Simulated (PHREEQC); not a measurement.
Dissolve 75 mmol/kgw Cu(NO3)2, 37 mmol/kgw HCl and 47 mmol/kgw H3BO3 at 87 °C. Closed to the air; pH follows from the charge balance.

The numbers come from PHREEQC with the ion-association model, phreeqc.dat.

No solid was allowed to form.

**Question.** What pH, ionic strength, density does the model give?

**Answer.** pH 1.54; ionic strength 0.235 mol/kgw; density 0.980 g/cm³.

**Question.** In which forms is Cl present?

**Answer.** Cl- 64 %, CuCl+ 35 %, CuCl2 0.7 % of the Cl.

Away from 25 °C the constants follow the database's enthalpies or fits; those with neither stay at their 25 °C values.
